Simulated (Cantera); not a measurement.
A closed system holds: 1 mol MgO, 0.085 mol SO2, 0.48 mol H2O, held at 1873 K and 450 Torr.

Equilibrium computed with Cantera from the NASA thermochemical tables; the gas is ideal and each condensed phase is pure. Candidate condensed phases: H2O, H2SO4, Mg, MgO, Mg(OH)2, MgS, MgSO4, S; 26 gas species. Kinetics and transport are ignored.

Base state: H2O 0.844, SO2 0.150, H2 0.00304, O2 0.00138, OH 0.000990, SO 0.000227, H 4.60e-5, SO3 3.54e-5 (mole fractions); condensed: MgO(s).

Q: What changes in the equilibrium state with this change: 0.025 mol H2S added?

A: 
```json
[
 {"species": "H2O", "before": "0.844", "after": "0.744"},
 {"species": "SO2", "before": "0.150", "after": "0.158"},
 {"species": "H2", "before": "0.00304", "after": "0.0805"},
 {"species": "Mg(OH)2", "before": "1.12e-5", "after": "9.84e-6"},
 {"species": "S2", "before": "5.62e-9", "after": "0.00506"},
 {"species": "S2O", "before": "1.04e-8", "after": "0.000310"},
 {"species": "H2S", "before": "1.51e-7", "after": "0.00379"},
 {"species": "MgO(s), mol", "before": "1.000", "after": "1.000"}
]
```
